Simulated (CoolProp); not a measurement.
Vapour-liquid equilibrium of n-hexane (1) + n-decane (2) at 367.5 K; x and y are mole fractions of (1).

The numbers come from the multi-fluid Helmholtz-energy mixture model, Thol 2019 and Lemmon 2006; pair parameters Kunz 2012 in CoolProp.

```
x     bubble pressure, mixture model (kPa)  bubble pressure, Raoult's law (kPa)  y, mixture model  y, Raoult's law
----  ------------------------------------  -----------------------------------  ----------------  ---------------
0.05                                     …                                17.85             0.561            0.595
0.2                                      …                                48.59                 …            0.875
0.35                                 73.90                                79.33             0.929            0.938
0.5                                      …                                110.1             0.960            0.965
0.65                                     …                                140.8             0.978            0.981
0.8                                  168.4                                171.5             0.990            0.991
0.95                                 201.4                                202.3             0.998            0.998
```

**Question.** Fill in the missing entries.

**Answer.** 
- 0.05, bubble pressure, mixture model (kPa): 16.63
- 0.2, bubble pressure, mixture model (kPa): 44.58
- 0.2, y, mixture model: 0.858
- 0.5, bubble pressure, mixture model (kPa): 104.5
- 0.65, bubble pressure, mixture model (kPa): 136.1

The largest gap from Raoult's law is -8.3 % in bubble pressure, at x = 0.2. No azeotrope shows between x = 0.05 and 0.95.

Pair parameters are fitted to limited data, so mixtures are less certain than the pure fluids.
